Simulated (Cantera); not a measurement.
A diamond (100) surface in a fixed gas of H2 with x(CH4) = 0.028, x(H) = 0.00063, x(CH3) = 3.9e-05, 0.210 bar; coverages are run to steady state.

Computed with Cantera and the Harris–Goodwin 1993 mechanism for the reconstructed diamond (100) surface.

θ: site fractions in the mechanism's names (c6HH fully hydrogenated, c6H* and c6*H radical sites, c6** diradical, c6HM methylated).

```json
[
 {"T (K)": "950", "growth (µm/h)": "3.07", "θ c6HH": "0.615", "θ c6H*": "0.0134", "θ c6*H": "0.317", "θ c6**": "0.00582", "θ c6HM": "0.0378"},
 {"T (K)": "1000", "growth (µm/h)": "3.70", "θ c6HH": "0.579", "θ c6H*": "0.0174", "θ c6*H": "0.356", "θ c6**": "0.00821", "θ c6HM": "0.0288"},
 {"T (K)": "1050", "growth (µm/h)": "3.94", "θ c6HH": "0.547", "θ c6H*": "0.0219", "θ c6*H": "0.391", "θ c6**": "0.0110", "θ c6HM": "0.0201"},
 {"T (K)": "1100", "growth (µm/h)": "3.43", "θ c6HH": "0.519", "θ c6H*": "0.0266", "θ c6*H": "0.422", "θ c6**": "0.0139", "θ c6HM": "0.0118"},
 {"T (K)": "1150", "growth (µm/h)": "2.41", "θ c6HH": "0.496", "θ c6H*": "0.0315", "θ c6*H": "0.447", "θ c6**": "0.0168", "θ c6HM": "0.00554"},
 {"T (K)": "1200", "growth (µm/h)": "1.53", "θ c6HH": "0.476", "θ c6H*": "0.0363", "θ c6*H": "0.465", "θ c6**": "0.0194", "θ c6HM": "0.00220"},
 {"T (K)": "1250", "growth (µm/h)": "(withheld)", "θ c6HH": "0.460", "θ c6H*": "(withheld)", "θ c6*H": "0.475", "θ c6**": "0.0215", "θ c6HM": "(withheld)"},
 {"T (K)": "1300", "growth (µm/h)": "0.823", "θ c6HH": "0.450", "θ c6H*": "0.0450", "θ c6*H": "0.481", "θ c6**": "0.0230", "θ c6HM": "0.000295"},
 {"T (K)": "1350", "growth (µm/h)": "0.701", "θ c6HH": "0.445", "θ c6H*": "0.0488", "θ c6*H": "0.481", "θ c6**": "0.0240", "θ c6HM": "0.000109"},
 {"T (K)": "1400", "growth (µm/h)": "(withheld)", "θ c6HH": "0.445", "θ c6H*": "0.0522", "θ c6*H": "0.478", "θ c6**": "0.0244", "θ c6HM": "(withheld)"}
]
```

What belongs in the gaps?


- 1250, growth (µm/h): 1.04
- 1250, θ c6H*: 0.0408
- 1250, θ c6HM: 0.000809
- 1400, growth (µm/h): 0.551
- 1400, θ c6HM: 4.10e-5
